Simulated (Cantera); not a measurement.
Input (Python, Cantera) and output of one run.

```python
import numpy as np
import cantera as ct

gas_names = """
    AL ALCL ALCL2 ALCL3 ALH AL2 AL2CL6 CL CL2 H HCL H2
""".split()
cond_names = """
    AL(cr) AL(L) ALCL3(s) ALCL3(L)
""".split()


def load(file, names, dense=False):
    # The tables refer to 1 bar. Condensed volumes are neglected.
    table = {s.name: s for s in ct.Species.list_from_file(file)}
    out = []
    for n in names:
        d = dict(table[n].input_data)
        d["thermo"] = dict(d["thermo"], **{"reference-pressure": 1e5})
        if dense:
            d["equation-of-state"] = {"model": "constant-volume", "density": "1e6 g/cm^3"}
        out.append(ct.Species.from_dict(d))
    return out


gas = ct.Solution(thermo="ideal-gas", species=load("nasa_gas.yaml", gas_names))
cond = {s.name: ct.Solution(thermo="fixed-stoichiometry", species=[s], name=s.name)
        for s in load("nasa_condensed.yaml", cond_names, dense=True)}
atoms = {
    'AlCl3': {'AL': 1, 'CL': 3},
    'HCl': {'H': 1, 'CL': 1},
    'H2': {'H': 2},
}
top_T = {}  # K; cautious upper limits of use, not melting points


def equilibrate(T, P, feed):
    n = {}
    for name, mol in feed.items():
        for a, k in atoms[name].items():
            n[a] = n.get(a, 0.0) + k * mol
    gas.TPX = T, P, n
    mass = sum(n.values()) * gas.mean_molecular_weight
    gas.equilibrate("TP")
    valid = [c for c in cond.values() if c.min_temp <= T <= top_T.get(c.name, c.max_temp)]
    mix = ct.Mixture([(gas, mass / gas.mean_molecular_weight)] + [(c, 0.0) for c in valid])
    mix.T, mix.P = T, P
    mix.equilibrate("TP", solver="vcs", rtol=1e-11, max_steps=5000)
    return mix


results = []
feed = {'AlCl3': 1, 'HCl': 0.92, 'H2': 8.4}  # mol
T = 1598  # K
for P in [10, 46, 220, 1000, 4600, 22000, 100000]:
    mix = equilibrate(T, P, feed)
    results.append((T, P, feed, dict(zip(mix.species_names, mix.species_moles))))
    x = sorted(zip(gas.X, gas.species_names), reverse=True)
    print(f"T = {T:g} K  P = {P:g} Pa  gas = {mix.phase_moles(0):.4g} mol")
    print("   x: " + "  ".join(f"{s} {v:.3e}" for v, s in x if v > 0.0001))
    print("   condensed (mol): " + ("  ".join(f"{mix.phase(i).name} {mix.phase_moles(i):.4g}"
          for i in range(1, mix.n_phases) if mix.phase_moles(i) > 1e-12) or "none"))
```

It prints:

```
T = 1598 K  P = 10 Pa  gas = 11.27 mol
   x: H2 6.625e-01  HCL 2.432e-01  ALCL 7.778e-02  ALCL2 7.236e-03  H 4.332e-03  ALCL3 3.710e-03  CL 1.258e-03
   condensed (mol): none
T = 1598 K  P = 46 Pa  gas = 11.13 mol
   x: H2 6.820e-01  HCL 2.256e-01  ALCL 6.576e-02  ALCL3 1.206e-02  ALCL2 1.200e-02  H 2.049e-03  CL 5.365e-04
   condensed (mol): none
T = 1598 K  P = 220 Pa  gas = 10.92 mol
   x: H2 7.138e-01  HCL 1.935e-01  ALCL 4.691e-02  ALCL3 2.893e-02  ALCL2 1.569e-02  H 9.588e-04  CL 2.057e-04
   condensed (mol): none
T = 1598 K  P = 1000 Pa  gas = 10.71 mol
   x: H2 7.484e-01  HCL 1.576e-01  ALCL3 4.958e-02  ALCL 2.796e-02  ALCL2 1.586e-02  H 4.605e-04
   condensed (mol): none
T = 1598 K  P = 4600 Pa  gas = 10.53 mol
   x: H2 7.777e-01  HCL 1.271e-01  ALCL3 6.860e-02  ALCL 1.343e-02  ALCL2 1.293e-02  H 2.189e-04
   condensed (mol): none
T = 1598 K  P = 22000 Pa  gas = 10.42 mol
   x: H2 7.972e-01  HCL 1.067e-01  ALCL3 8.251e-02  ALCL2 8.578e-03  ALCL 4.915e-03  H 1.013e-04
   condensed (mol): none
T = 1598 K  P = 100000 Pa  gas = 10.36 mol
   x: H2 8.068e-01  HCL 9.660e-02  ALCL3 9.016e-02  ALCL2 4.886e-03  ALCL 1.460e-03
   condensed (mol): none
```

These are equilibrium values from Cantera (NASA tables, ideal gas, pure condensed phases), not measurements of a reactor. The tables' values for AlCl2 are old estimates; treat these amounts as uncertain.
